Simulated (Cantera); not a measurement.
Input: 1 mol SiO2, 8.9 mol CO, 0.79 mol H2, held at 10.0 Torr.

Equilibrium computed with Cantera from the NASA thermochemical tables; the gas is ideal and each condensed phase is pure. Candidate condensed phases: C, C6H6, C7H8, C8H18, H2O, Si, SiC, SiO2; 123 gas species. The tables hold silica as quartz up to 1696 K and as liquid above; real silica turns to tridymite and cristobalite and melts near 1996 K. Rates play no part.

x: gas mole fraction; n: condensed amount in mol.

```tsv
T (°C)	x CO	x H2	x SiO	x CO2	n C(graphite)	n SiO2(β-quartz)
977	0.918	0.0815	(withheld)	0.000108	0.00118	1.000
1027	0.918	0.0815	(withheld)	5.82e-5	0	1.000
1077	0.918	0.0815	(withheld)	3.28e-5	0	1.000
1127	0.918	0.0815	(withheld)	4.53e-5	0	0.999
1177	0.918	0.0815	(withheld)	9.58e-5	0	0.999
1227	0.918	0.0814	(withheld)	0.000193	0	0.998
1277	0.918	0.0814	(withheld)	0.000370	0	0.996
1327	0.917	0.0812	(withheld)	0.000681	0	0.992
1377	0.916	0.0809	(withheld)	0.00121	0	0.985
```

### Question
Some entries are withheld; supply them.

### Answer

- 977, x SiO: 1.13e-7
- 1027, x SiO: 1.41e-6
- 1077, x SiO: 1.46e-5
- 1127, x SiO: 5.38e-5
- 1177, x SiO: 0.000116
- 1227, x SiO: 0.000237
- 1277, x SiO: 0.000462
- 1327, x SiO: 0.000862
- 1377, x SiO: 0.00155
